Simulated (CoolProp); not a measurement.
Toluene at 293.15 K and 7.77 MPa flows at 0.68 m/s in a round tube of 20 mm bore and 15 µm roughness, fully developed (64/Re and Nu = 3.66 if laminar; Colebrook and Gnielinski if turbulent). Each further row changes one setting.

Computed with CoolProp (reference Helmholtz-energy equation of state, Lemmon 2006). It is a short technical equation, of lower accuracy than the large ones.

```tsv
case	Reynolds number	Darcy friction factor	pressure drop (Pa/m)	heat-transfer coefficient (W/(m² K))	mass flow (kg/h)
as stated	19000	0.0278	280	1020	671
velocity 1.36 m/s	37900	0.0244	983	1930	1340
diameter 40 mm	37900	0.0234	118	938	2680
```

Viscosity comes from a separate model (Avgeri 2015). Thermal conductivity comes from a separate model (Assael 2012).
